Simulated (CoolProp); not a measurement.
Hydrogen sulfide along the isobar 6420 kPa: fugacity coefficient from the reference equation and from simpler models built on Tc = 373.1 K, pc = 8999 kPa, ω = 0.101; each cubic takes its own stable root.

Model: reference Helmholtz-energy equation of state, Lemmon 2006, in CoolProp. It is a short technical equation, of lower accuracy than the large ones.

```csv
T (K),phase,reference,van der Waals,Redlich-Kwong,Peng-Robinson
369.5,gas,0.7578,0.7834,0.7575,0.7375
385.3,gas,0.7899,0.8055,0.7864,0.7681
401.2,gas,0.8166,0.8246,0.8109,0.7943
417.1,gas,0.8389,0.8412,0.8318,0.8168
432.9,gas,0.8579,0.8557,0.8497,0.8362
448.8,gas,0.8743,0.8685,0.8653,0.8533
464.7,gas,0.8885,0.8800,0.8790,0.8683
480.5,gas,0.9008,0.8901,0.8910,0.8815
496.4,gas,0.9117,0.8992,0.9017,0.8934
512.2,gas,0.9212,0.9074,0.9111,0.9038
528.1,gas,0.9297,0.9148,0.9196,0.9132
544,gas,0.9372,0.9215,0.9271,0.9217
559.8,gas,0.9439,0.9276,0.9338,0.9292
575.7,gas,0.9499,0.9331,0.9399,0.9361
591.5,gas,0.9552,0.9382,0.9453,0.9422
607.4,gas,0.9601,0.9428,0.9503,0.9478
```
